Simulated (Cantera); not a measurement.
## Equilibrium for roasting and sulfation: FeS2 + SO2 + H2O

Feed: 1 mol FeS2, 2.1 mol SO2, 7.5 mol H2O, at 27000 Pa.

Cantera equilibrium calculation (NASA polynomials, part measured and part estimated; ideal gas, pure solids and liquids). Candidate condensed phases: Fe, FeO, Fe(OH)2, Fe(OH)3, FeS, FeSO4, FeS2, Fe2O3, Fe2(SO4)3, Fe3O4, H2O, H2SO4, S; 22 gas species. Metal and sulfide melt together well below either melting point, which pure phases cannot show. Mutual solubility and eutectic melting of coexisting phases are not modelled. The tables' stoichiometric FeO is somewhat more stable than real wüstite, so its field is too wide. FeO, FeS: taken at fixed stoichiometry. Gases not in the tables: S3 to S7. Kinetics and transport are ignored.

From 1123 K to 1273 K the condensed part is FeS(s). At 1323 K the condensed part is FeS(s) + Fe3O4(s). From 1373 K to 1423 K the condensed part is FeO(s) + FeS(s). From 1473 K to 1573 K the condensed part is FeO(s) + FeS(l). The main Fe-bearing gas is Fe(OH)2 throughout.

| T (K) | x H2O | x SO2 | x S2 | x H2 | x H2S | x SO | x S2O | n FeS(s) | n Fe3O4(s) | n FeO(s) | n FeS(l) |
|---|---|---|---|---|---|---|---|---|---|---|---|
| 1123 | 0.716 | 0.223 | 0.0295 | 0.00636 | 0.0235 | 8.88e-5 | 0.00134 | 1.00 | 0 | 0 | 0 |
| 1173 | 0.715 | 0.223 | 0.0302 | 0.00871 | 0.0216 | 0.000156 | 0.00134 | 1.000 | 0 | 0 | 0 |
| 1223 | 0.713 | 0.223 | 0.0307 | 0.0116 | 0.0199 | 0.000260 | 0.00134 | 1.000 | 0 | 0 | 0 |
| 1273 | 0.710 | 0.224 | 0.0309 | 0.0150 | 0.0182 | 0.000417 | 0.00133 | 1.000 | 0 | 0 | 0 |
| 1323 | 0.706 | 0.225 | 0.0309 | 0.0191 | 0.0168 | 0.000645 | 0.00131 | 1.000 | 0.000109 | 0 | 0 |
| 1373 | 0.694 | 0.219 | 0.0399 | 0.0254 | 0.0188 | 0.00101 | 0.00155 | 0.827 | 0 | 0.173 | 0 |
| 1423 | 0.678 | 0.212 | 0.0514 | 0.0333 | 0.0211 | 0.00154 | 0.00182 | 0.608 | 0 | 0.392 | 0 |
| 1473 | 0.662 | 0.204 | 0.0631 | 0.0425 | 0.0230 | 0.00226 | 0.00206 | 0 | 0 | 0.620 | 0.380 |
| 1523 | 0.647 | 0.200 | 0.0705 | 0.0520 | 0.0234 | 0.00319 | 0.00220 | 0 | 0 | 0.774 | 0.226 |
| 1573 | 0.631 | 0.196 | 0.0781 | 0.0627 | 0.0236 | 0.00438 | 0.00232 | 0 | 0 | 0.939 | 0.0611 |
x: gas mole fraction; n: condensed amount in mol.
